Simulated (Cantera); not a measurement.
## Equilibrium for iron carbonyl, mercury and lead vapours: Fe(CO)₅ + H₂ + N₂

Feed: 1 mol Fe(CO)₅, 0.25 mol H₂, 0.12 mol N₂, held at 55.0 Pa.

These are equilibrium values from Cantera (NASA tables, ideal gas, pure condensed phases), not measurements of a reactor. Candidate condensed phases: C, C₆H₆, C₇H₈, C₈H₁₈, Fe, Fe(CO)₅, FeO, Fe(OH)₂, Fe(OH)₃, Fe₂O₃, Fe₃O₄, H₂O; 140 gas species. Condensed phases not in the tables: cementite and carbon dissolved in iron. The numbers say what is thermodynamically allowed, not how fast it happens.

```tsv
T (K)	log p CO	log p H₂	log p N₂	log p CO₂	log p H	n C(graphite)	n Fe(α)	n Fe(γ)
1048	-3.29	-4.59	-4.91	-7.24	-10.41	0.000590	1.00	0
1073	-3.29	-4.59	-4.91	-7.43	-10.15	0	1.00	0
1098	-3.29	-4.59	-4.91	-7.62	-9.90	0	1.00	0
1123	-3.29	-4.59	-4.91	-7.80	-9.67	0	1.00	0
1148	-3.29	-4.59	-4.91	-7.97	-9.44	0	1.00	0
1173	-3.29	-4.59	-4.91	-8.14	-9.22	0	1.00	0
1198	-3.29	-4.59	-4.91	-8.29	-9.02	0	0	1.00
1223	-3.29	-4.59	-4.91	-8.44	-8.82	0	0	1.000
1248	-3.29	-4.59	-4.91	-8.59	-8.63	0	0	1.000
1273	-3.29	-4.59	-4.91	-8.65	-8.44	0	0	1.000
1298	-3.29	-4.59	-4.91	-8.67	-8.27	0	0	1.000
1323	-3.29	-4.59	-4.91	-8.68	-8.10	0	0	1.000
1348	-3.29	-4.59	-4.91	-8.69	-7.93	0	0	1.000
1373	-3.29	-4.59	-4.91	-8.71	-7.77	0	0	1.000
```
log p: log10 of the partial pressure in bar; n: condensed amount in mol.

At 1048 K the condensed part is C(graphite) + Fe(α). From 1073 K to 1173 K the condensed part is Fe(α). From 1198 K to 1373 K the condensed part is Fe(γ).
